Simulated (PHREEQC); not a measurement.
A column of 0.1 m (40 cells, dispersivity 0.0035 m, 60 s a shift, diffusion coefficient 3e-10 m²/s) holds 0.016 eq of the database's cation exchanger X per kg of pore water, first in equilibrium with 28 mmol/kgw CaCl2, 0.76 mmol/kgw MnCl2 and 0.01 mmol/kgw HCl. It is flushed with 0.018 mol/kgw KCl, 0.0059 mol/kgw MgCl2, 0.00082 mol/kgw NH4Cl and 1e-05 mol/kgw HCl, at 40 °C. Values are for the last cell. CO2 from the air is kept out. No solid was allowed to form.

Base run: PHREEQC, ion-association model, phreeqc.dat. Each further column changes one thing. The table gives Mg in solution (mol/kgw).

```tsv
pore volumes	base	exchange capacity from 0.016 to 0.008 eq/kgw	dispersivity from 0.0035 to 0.007 m
0	0	0	0
0.2625	8.79e-13	7.21e-12	3.42e-8
0.6375	5.73e-5	0.000134	0.000276
0.8875	0.000560	0.00108	0.00104
1.262	0.00172	0.00284	0.00221
1.512	0.00244	0.00372	0.00281
1.887	0.00348	0.00476	0.00359
2.138	0.00410	0.00524	0.00404
2.513	0.00483	0.00565	0.00461
2.763	0.00518	0.00578	0.00492
3.138	0.00553	0.00586	0.00526
3.388	0.00567	0.00588	0.00543
3.763	0.00579	0.00590	0.00561
4.013	0.00584	0.00590	0.00570
```

At this temperature some constants are extrapolated from 25 °C, and those without enthalpy data are left unchanged.
